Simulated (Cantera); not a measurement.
A closed system holds: 1 mol SiH4, 0.094 mol O3, 0.3 mol H2, at 0.230 bar.

Cantera equilibrium calculation (NASA polynomials, part measured and part estimated; ideal gas, pure solids and liquids). Candidate condensed phases: H2O, Si, SiO2; 18 gas species. Mutual solubility and eutectic melting of coexisting phases are not modelled. Kinetics and transport are ignored.

x: gas mole fraction; n: condensed amount in mol.

```
T (°C)  x H2   x SiH4     x SiO       x H     x H2O  n Si(s)  n SiO2(α-quartz)  n SiO2(β-quartz)
------  ----  -------  --------  --------  --------  -------  ----------------  ----------------
500     1.00      [?]    <1e-12  1.89e-12    <1e-12    0.859             0.141                 0
525     1.00      [?]    <1e-12  5.56e-12  1.84e-12    0.859             0.141                 0
550     1.00      [?]    <1e-12  1.53e-11  4.74e-12    0.859             0.141                 0
575     1.00      [?]  1.24e-12  3.97e-11  1.16e-11    0.859                 0             0.141
600     1.00      [?]  5.13e-12  9.75e-11  2.67e-11    0.859                 0             0.141
625     1.00      [?]  1.95e-11  2.28e-10  5.89e-11    0.859                 0             0.141
650     1.00  7.51e-8  6.91e-11  5.10e-10  1.24e-10    0.859                 0             0.141
675     1.00  8.13e-8  2.29e-10   1.09e-9  2.52e-10    0.859                 0             0.141
700     1.00  8.77e-8  7.10e-10   2.25e-9  4.92e-10    0.859                 0             0.141
725     1.00  9.41e-8   2.08e-9   4.49e-9  9.27e-10    0.859                 0             0.141
750     1.00  1.01e-7   5.79e-9   8.63e-9   1.69e-9    0.859                 0             0.141
775     1.00  1.07e-7   1.53e-8   1.61e-8   3.01e-9    0.859                 0             0.141
800     1.00  1.14e-7   3.87e-8   2.92e-8   5.19e-9    0.859                 0             0.141
```

Problem. Some entries are withheld; supply them.

Solution. 
- 500, x SiH4: 4.13e-8
- 525, x SiH4: 4.65e-8
- 550, x SiH4: 5.18e-8
- 575, x SiH4: 5.74e-8
- 600, x SiH4: 6.31e-8
- 625, x SiH4: 6.91e-8
